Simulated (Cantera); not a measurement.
A freely propagating, adiabatic, planar premixed flame of H2 : O2 : N2 = 1 : 0.833 : 3.13 (molar parts), equivalence ratio 0.60, unburnt at 450 K and 80000 Pa; mixture-averaged transport, grid criteria slope 0.08 and curve 0.16, no radiation.

Detailed kinetics in Cantera: the H2/O2 subset of GRI-Mech 3.0, which has no nitrogen chemistry. Burning velocities carry a grid error of a few per cent, more on coarse grids. Lean hydrogen flames are cellular in practice and burn faster than this planar one.

Problem. What does this change do: O2 0.833 to 0.65 parts?

Solution. 
```json
[
 {"quantity": "laminar burning velocity", "before": "216 cm/s", "after": "231 cm/s"},
 {"quantity": "thermal thickness", "before": "0.509 mm", "after": "0.566 mm"},
 {"quantity": "peak x(O)", "before": "0.00917", "after": "0.00787"},
 {"quantity": "peak x(H2O2)", "before": "4.30e-5", "after": "3.93e-5"},
 {"quantity": "peak x(H)", "before": "0.0160", "after": "0.0215"}
]
```

Problem. What does this change do: O2 0.833 to 0.63 parts?

Solution. 
```tsv
quantity	before	after
laminar burning velocity	216 cm/s	232 cm/s
thermal thickness	0.509 mm	0.574 mm
peak x(O)	0.00917	0.00763
peak x(H2O2)	4.30e-5	3.88e-5
peak x(H)	0.0160	0.0223
```

Problem. What does this change do: inlet temperature 450 to 325 K?

Solution. 
```json
[
 {"quantity": "laminar burning velocity", "before": "216 cm/s", "after": "99.4 cm/s"},
 {"quantity": "thermal thickness", "before": "0.509 mm", "after": "0.481 mm"},
 {"quantity": "peak x(O)", "before": "0.00917", "after": "0.00635"},
 {"quantity": "peak x(H2O2)", "before": "4.30e-5", "after": "7.43e-5"},
 {"quantity": "peak x(H)", "before": "0.0160", "after": "0.00985"}
]
```
